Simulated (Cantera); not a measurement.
Input: 1 mol SiHCl₃, 0.0094 mol Cl₂, 4.6 mol H₂, at 1650 K and 1 atm.

Equilibrium computed with Cantera from the NASA thermochemical tables; the gas is ideal and each condensed phase is pure. Candidate condensed phases: Si; 19 gas species. The tables' values for SiCl₃, SiCl are old estimates; treat these amounts as uncertain. Kinetics and transport are ignored.

Question: What is the equilibrium state?

Answer: 
```json
{
 "x(H₂)": "0.713",
 "x(HCl)": "0.146",
 "x(SiCl₂)": "0.106",
 "x(SiCl₃)": "0.0193",
 "x(SiCl₄)": "0.00765",
 "x(SiHCl₃)": "0.00627",
 "x(SiH₂Cl₂)": "0.000878",
 "x(H)": "7.62e-5",
 "x(SiH₃Cl)": "3.70e-5",
 "n(Si(s))": "0.0934 mol",
 "gas_amount": "6.452 mol"
}
```
